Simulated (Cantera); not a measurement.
Mixture: CO : H2 : CH4 : O2 : N2 = 1 : 0.084 : 0.11 : 0.586 : 2.2 (molar parts), equivalence ratio 1.3, at 1.68 atm, adiabatic and at constant volume. Ignition delay is the time to a rise of 400 K.

Cantera simulation using GRI-Mech 3.0 (53 species, 325 reactions); the numbers are that mechanism's predictions, not measurements.

### Question
What does this change do: N2 2.2 to 3.8 parts?

### Answer
| quantity | before | after |
|---|---|---|
| delay at 1300 K | 0.184 ms | 0.269 ms |
| delay at 1500 K | 61.2 µs | 88.2 µs |
| delay at 1700 K | 28.1 µs | 42.5 µs |
| delay at 1900 K | 14.7 µs | 25.5 µs |
Where the delays flatten at high temperature, the 400 K rule measures the pace of heat release, not the induction time.

### Question
What does this change do: pressure from 1.68 atm to 4.93 atm?

### Answer
| quantity | before | after |
|---|---|---|
| delay at 1300 K | 0.184 ms | 91.8 µs |
| delay at 1500 K | 61.2 µs | 26.5 µs |
| delay at 1700 K | 28.1 µs | 10.8 µs |
| delay at 1900 K | 14.7 µs | 5.38 µs |
| apparent activation energy between 1800 and 2000 K | 90 kJ/mol | 96 kJ/mol |
